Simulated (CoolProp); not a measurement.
A single-stage vapour-compression cycle with n-perfluoropentane: evaporating at 308.15 K (dew point), condensing at 364.15 K (bubble point), superheat 8 K, subcooling 2 K, compressor efficiency 0.8, no pressure losses. Each further row changes one setting.

Model: reference Helmholtz-energy equation of state, Gao 2022, in CoolProp.

| case | cooling COP | pressure ratio | discharge temperature (K) | refrigerating effect (kJ/kg) | volumetric capacity (kJ/m³) |
|---|---|---|---|---|---|
| as stated | 2.26 | 5.03 | 364.2 | 34.8 | 504 |
| evaporating temperature 313.15 K | 2.76 | 4.23 | 364.2 | 38.7 | 660 |
| condensing temperature 359.15 K | 2.80 | 4.45 | 359.2 | 40.7 | 589 |
| subcooling 7 K | 2.64 | 5.03 | 364.2 | 40.7 | 590 |
| superheat 18 K | 2.57 | 5.03 | 364.2 | 43.3 | 604 |
| compressor efficiency 0.7 | 1.97 | 5.03 | 364.2 | 34.8 | 504 |

The compression ends wet for: as stated; evaporating temperature 313.15 K; condensing temperature 359.15 K; subcooling 7 K; superheat 18 K; compressor efficiency 0.7.
